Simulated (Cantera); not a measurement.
A freely propagating, adiabatic, planar premixed flame of 2.63 % C3H8, 17.8 % O2, 66.9 % N2, 12.6 % H2O, unburnt at 600 K and 57000 Pa; mixture-averaged transport, grid criteria slope 0.08 and curve 0.16, no radiation.

Computed with Cantera and GRI-Mech 3.0 (53 species, 325 reactions). GRI-Mech 3.0 was tuned for natural gas; its chemistry of propane as a main component is partial and can be far from experiment. Burning velocities carry a grid error of a few per cent, more on coarse grids.

x: mole fraction of selected species; z is measured from the peak of heat release.

```json
[
 {"z (mm)": "-2.00", "T (K)": "600", "u (m/s)": "0.969", "x C3H8": "0.0263", "x O2": "0.178", "x H2O": "0.126", "x HCO": "<1e-8", "x NO2": "<1e-8", "x CH2": "<1e-8"},
 {"z (mm)": "-1.33", "T (K)": "602", "u (m/s)": "0.972", "x C3H8": "0.0263", "x O2": "0.178", "x H2O": "0.126", "x HCO": "<1e-8", "x NO2": "<1e-8", "x CH2": "<1e-8"},
 {"z (mm)": "-1.00", "T (K)": "606", "u (m/s)": "0.982", "x C3H8": "0.0263", "x O2": "0.177", "x H2O": "0.127", "x HCO": "<1e-8", "x NO2": "<1e-8", "x CH2": "<1e-8"},
 {"z (mm)": "-0.667", "T (K)": "638", "u (m/s)": "1.04", "x C3H8": "0.0260", "x O2": "0.174", "x H2O": "0.130", "x HCO": "<1e-8", "x NO2": "<1e-8", "x CH2": "<1e-8"},
 {"z (mm)": "-0.334", "T (K)": "856", "u (m/s)": "1.41", "x C3H8": "0.0209", "x O2": "0.153", "x H2O": "0.149", "x HCO": "(withheld)", "x NO2": "1.88e-8", "x CH2": "4.56e-8"},
 {"z (mm)": "-0.167", "T (K)": "1144", "u (m/s)": "1.92", "x C3H8": "0.00954", "x O2": "0.124", "x H2O": "0.171", "x HCO": "(withheld)", "x NO2": "<1e-8", "x CH2": "2.54e-6"},
 {"z (mm)": "0", "T (K)": "1458", "u (m/s)": "2.49", "x C3H8": "0.000570", "x O2": "0.0883", "x H2O": "0.195", "x HCO": "(withheld)", "x NO2": "<1e-8", "x CH2": "1.98e-5"},
 {"z (mm)": "0.167", "T (K)": "1604", "u (m/s)": "2.74", "x C3H8": "1.47e-6", "x O2": "0.0674", "x H2O": "0.206", "x HCO": "(withheld)", "x NO2": "<1e-8", "x CH2": "6.90e-6"},
 {"z (mm)": "0.334", "T (K)": "1660", "u (m/s)": "2.82", "x C3H8": "<1e-8", "x O2": "0.0591", "x H2O": "0.208", "x HCO": "(withheld)", "x NO2": "<1e-8", "x CH2": "5.15e-7"},
 {"z (mm)": "0.667", "T (K)": "1729", "u (m/s)": "2.92", "x C3H8": "<1e-8", "x O2": "0.0530", "x H2O": "0.209", "x HCO": "(withheld)", "x NO2": "<1e-8", "x CH2": "<1e-8"},
 {"z (mm)": "1.33", "T (K)": "1809", "u (m/s)": "3.03", "x C3H8": "<1e-8", "x O2": "0.0490", "x H2O": "0.213", "x HCO": "<1e-8", "x NO2": "<1e-8", "x CH2": "<1e-8"},
 {"z (mm)": "2.67", "T (K)": "1881", "u (m/s)": "3.14", "x C3H8": "<1e-8", "x O2": "0.0465", "x H2O": "0.218", "x HCO": "<1e-8", "x NO2": "<1e-8", "x CH2": "<1e-8"},
 {"z (mm)": "5.34", "T (K)": "1932", "u (m/s)": "3.21", "x C3H8": "<1e-8", "x O2": "0.0449", "x H2O": "0.222", "x HCO": "<1e-8", "x NO2": "<1e-8", "x CH2": "<1e-8"}
]
```

**Question.** What belongs in the gaps?

**Answer.** 
- -0.334, x HCO: 2.09e-7
- -0.167, x HCO: 6.95e-6
- 0, x HCO: 3.82e-5
- 0.167, x HCO: 1.02e-5
- 0.334, x HCO: 7.15e-7
- 0.667, x HCO: 1.75e-8
